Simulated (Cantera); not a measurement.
A closed system holds: 1 mol Al₂O₃, 0.039 mol H₂, at 2898 K and 100 Torr.

Cantera equilibrium calculation (NASA polynomials, part measured and part estimated; ideal gas, pure solids and liquids). Candidate condensed phases: Al, Al₂O₃, H₂O; 19 gas species. The tables' values for AlOH are old estimates; treat these amounts as uncertain. Rates play no part.

Task: What is the equilibrium state?

Result: 
```
Property                                Value
--------------------------------  -----------
x(H₂)                                   0.670
x(H)                                    0.256
x(H₂O)                                 0.0375
x(Al)                                  0.0159
x(Al₂O)                               0.00784
x(OH)                                 0.00438
x(AlO)                                0.00345
x(AlOH)                               0.00286
x(O)                                  0.00104
n(Al₂O₃(l))                         0.999 mol
gas amount                        0.04645 mol
log10 activity of Al(l) (absent)        -2.87
```
